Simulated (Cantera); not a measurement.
A closed system holds: 1 mol Si3N4, 2.7 mol H2O, a varied amount of N2, at 2000 K and 0.100 bar.

These are equilibrium values from Cantera (NASA tables, ideal gas, pure condensed phases), not measurements of a reactor. Candidate condensed phases: H2O, Si, SiO2, Si2N2O, Si3N4; 35 gas species. Mutual solubility and eutectic melting of coexisting phases are not modelled. Gases not in the tables: Si2H6 and higher silanes. The numbers say what is thermodynamically allowed, not how fast it happens.

**Question.** Which condensed phases are stable at each of these points (n(N2) (mol)): 1.7, 2.6, 4, 6.1, 9.3, 14, 22?

**Answer.** 
```
n(N2) (mol)   condensed phases  Si condensed (%)
-----------  -----------------  ----------------
1.7                  Si2N2O(s)              19.7
2.6                  Si2N2O(s)              19.7
4                    Si2N2O(s)              19.7
6.1                  Si2N2O(s)              19.6
9.3                  Si2N2O(s)              19.4
14           Si(l) + Si2N2O(s)              13.7
22                       Si(l)               9.4
```

From 1.7 mol N2 to 9.3 mol N2 the condensed part is Si2N2O(s). At 14 mol N2 the condensed part is Si(l) + Si2N2O(s). At 22 mol N2 the condensed part is Si(l).
